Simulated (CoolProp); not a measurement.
Properties of nitrous oxide along the isotherm 315.7 K (Tc = 309.5 K, pc = 7.245 MPa, ω = 0.161).

Model: reference Helmholtz-energy equation of state, Lemmon 2006, in CoolProp. It is a short technical equation, of lower accuracy than the large ones.

```
p (MPa)          phase  cp (kJ/(kg K))  cv (kJ/(kg K))  Joule-Thomson coefficient (K/MPa)  isothermal compressibility (1/MPa)  fugacity coefficient
-------  -------------  --------------  --------------  ---------------------------------  ----------------------------------  --------------------
5.56               gas           1.744             ___                              9.884                              0.2930                0.7594
11.1     supercritical           3.217          0.9358                              1.504                             0.03829                0.5105
16.7     supercritical           2.259          0.9109                             0.6359                             0.01356                0.3842
22.2     supercritical           2.006          0.9072                             0.3435                            0.008545                0.3234
27.8     supercritical           1.876          0.9075                             0.1806                            0.006272                0.2881
33.3     supercritical           1.796          0.9094                            0.07714                            0.004997                   ___
38.9     supercritical           1.740          0.9119                           0.002367                            0.004151                0.2529
44.4     supercritical           1.699          0.9146                           -0.05280                            0.003566                   ___
50       supercritical             ___          0.9176                           -0.09673                            0.003122                0.2394
```

What belongs in the gaps?


- 5.56, cv (kJ/(kg K)): 0.8556
- 33.3, fugacity coefficient: 0.2667
- 44.4, fugacity coefficient: 0.2445
- 50, cp (kJ/(kg K)): 1.666

The peak of cp marks the crossing from liquid-like to gas-like fluid above the critical point.
